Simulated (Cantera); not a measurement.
A perfectly stirred reactor is fed with CH4 : O2 : N2 = 0.0041 : 0.0024 : 1 (molar parts), at 0.950 bar; it is held at 1600 K, and followed from long to short residence time.

Detailed kinetics in Cantera: GRI-Mech 3.0 (53 species, 325 reactions).

**Question.** What does this change do: O2 0.0024 to 0.0003 parts?

**Answer.** 
```
quantity                   before     after
-----------------------  --------  --------
x(CH4) at τ = 12.0 s     0.000332  0.000373
x(O2) at τ = 12.0 s       6.71e-6   9.01e-7
x(C2H) at τ = 12.0 s      2.17e-9   4.19e-9
x(CH2O) at τ = 12.0 s     2.82e-8   1.89e-9
x(CH2CO) at τ = 12.0 s    1.98e-7   3.66e-8
x(CH4) at τ = 79.0 ms     0.00114   0.00239
x(O2) at τ = 79.0 ms     0.000376  0.000108
x(C2H) at τ = 79.0 ms     5.76e-9   2.58e-9
x(CH2O) at τ = 79.0 ms    2.05e-6   6.05e-7
x(CH2CO) at τ = 79.0 ms   4.63e-6   8.67e-7
```
GRI-Mech 3.0 stops at C3 and has no aromatics, soot or wall deposition, so with more carbon than oxygen in the feed, carbon stays in small species such as C2H2 where larger ones or solid carbon would form.

**Question.** What does this change do: pressure from 0.950 bar to 10.0 bar?

**Answer.** 
| quantity | before | after |
|---|---|---|
| x(CH4) at τ = 12.0 s | 0.000332 | 0.000329 |
| x(O2) at τ = 12.0 s | 6.71e-6 | 2.10e-6 |
| x(C2H) at τ = 12.0 s | 2.17e-9 | 4.54e-10 |
| x(CH2O) at τ = 12.0 s | 2.82e-8 | 1.07e-8 |
| x(CH2CO) at τ = 12.0 s | 1.98e-7 | 5.90e-8 |
| x(CH4) at τ = 79.0 ms | 0.00114 | 0.00145 |
| x(O2) at τ = 79.0 ms | 0.000376 | 0.000244 |
| x(C2H) at τ = 79.0 ms | 5.76e-9 | 8.77e-10 |
| x(CH2O) at τ = 79.0 ms | 2.05e-6 | 1.50e-6 |
| x(CH2CO) at τ = 79.0 ms | 4.63e-6 | 1.71e-6 |
